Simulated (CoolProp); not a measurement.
Vapour-liquid equilibrium of ethylene (1) + carbon dioxide (2) at 254.7 K; x and y are mole fractions of (1).

Values from CoolProp's multi-fluid Helmholtz-energy mixture model, Smukala 2000 and Span 1996; pair parameters Bell 2016.

```
x      bubble pressure, mixture model (bar)  bubble pressure, Raoult's law (bar)  y, mixture model  y, Raoult's law
-----  ------------------------------------  -----------------------------------  ----------------  ---------------
0.05                                  21.87                                20.94             0.088            0.063
0.125                                 23.33                                21.36             0.191            0.154
0.2                                   24.46                                21.78             0.275            0.242
0.275                                 25.34                                22.21             0.346            0.326
0.35                                  26.04                                22.63             0.411            0.407
0.425                                 26.57                                23.06             0.472            0.485
0.5                                   26.97                                23.48             0.533            0.560
0.575                                 27.23                                23.90             0.593            0.633
0.65                                  27.37                                24.33             0.656            0.703
0.725                                 27.38                                24.75             0.721            0.771
0.8                                   27.26                                25.18             0.791            0.836
0.875                                 27.01                                25.60             0.864            0.899
0.95                                  26.63                                26.02             0.944            0.960
```

The largest gap from Raoult's law is +15.2 % in bubble pressure, at x = 0.425. y crosses x between x = 0.65 and 0.725: the model has an azeotrope there.

Pair parameters are fitted to limited data, so mixtures are less certain than the pure fluids.
